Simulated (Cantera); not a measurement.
# SrCl2 + HCl + N2 (halide evaporation, hydrolysis and transport)

A closed system holds: 1 mol SrCl2, 0.065 mol HCl, 19 mol N2, held at 63.0 Pa.

Cantera equilibrium calculation (NASA polynomials, part measured and part estimated; ideal gas, pure solids and liquids). Candidate condensed phases: NH4Cl, Sr, SrCl2; 15 gas species. Rates play no part.

From 652 °C to 802 °C the condensed part is SrCl2(s). At 952 °C the condensed part is SrCl2(l). From 1102 °C to 1702 °C nothing is condensed. The main Sr-bearing gas is SrCl2 throughout.

| T (°C) | x N2 | x SrCl2 | x Cl | x HCl | x SrCl | x H | x H2 | x Sr | n SrCl2(s) | n SrCl2(l) |
|---|---|---|---|---|---|---|---|---|---|---|
| 652 | 0.997 | 1.21e-7 | 1.32e-7 | 0.00341 | <1e-12 | 2.68e-12 | 6.68e-8 | <1e-12 | 1.000 | 0 |
| 802 | 0.997 | 5.02e-5 | 1.86e-6 | 0.00341 | <1e-12 | 5.65e-10 | 9.33e-7 | <1e-12 | 0.999 | 0 |
| 952 | 0.993 | 0.00360 | 1.38e-5 | 0.00338 | 8.22e-10 | 3.26e-8 | 6.88e-6 | <1e-12 | 0 | 0.931 |
| 1102 | 0.947 | 0.0498 | 6.40e-5 | 0.00318 | 3.88e-7 | 7.66e-7 | 3.14e-5 | 5.36e-11 | 0 | 0 |
| 1252 | 0.947 | 0.0498 | 0.000224 | 0.00302 | 6.51e-6 | 9.61e-6 | 0.000104 | 9.15e-9 | 0 | 0 |
| 1402 | 0.947 | 0.0498 | 0.000623 | 0.00268 | 6.62e-5 | 7.19e-5 | 0.000242 | 6.32e-7 | 0 | 0 |
| 1552 | 0.946 | 0.0493 | 0.00153 | 0.00218 | 0.000437 | 0.000334 | 0.000362 | 1.98e-5 | 0 | 0 |
| 1702 | 0.944 | 0.0476 | 0.00387 | 0.00166 | 0.00179 | 0.000953 | 0.000306 | 0.000259 | 0 | 0 |
x: gas mole fraction; n: condensed amount in mol.
